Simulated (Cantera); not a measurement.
A perfectly stirred reactor is fed with NH₃ : N₂ = 1 : 6.1 (molar parts), at 11.3 Torr; it is held at 1875 K, and followed from long to short residence time.

Model: the gas-phase N/H chemistry of the illustrative SiF4/NH3 mechanism in the Surface Chemkin manual (1991), integrated in Cantera. Walls and surfaces, which speed up NH3 decomposition in real reactors, are not modelled.

### Question
Predict: x(NH₃) at τ = 7.70 s; x(N₂) at τ = 7.70 s; x(H) at τ = 7.70 s; x(N) at τ = 7.70 s; x(NH₃) at τ = 0.130 s; x(N₂) at τ = 0.130 s; x(H) at τ = 0.130 s; x(N) at τ = 0.130 s; x(N₂H₄) at τ = 0.130 s.

### Answer
| Item | Result |
|---|---|
| x(NH₃) at τ = 7.70 s | 0.0466 |
| x(N₂) at τ = 7.70 s | 0.829 |
| x(H) at τ = 7.70 s | 0.000131 |
| x(N) at τ = 7.70 s | 8.13e-7 |
| x(NH₃) at τ = 0.130 s | 0.135 |
| x(N₂) at τ = 0.130 s | 0.857 |
| x(H) at τ = 0.130 s | 8.93e-6 |
| x(N) at τ = 0.130 s | 1.36e-7 |
| x(N₂H₄) at τ = 0.130 s | 3.25e-9 |
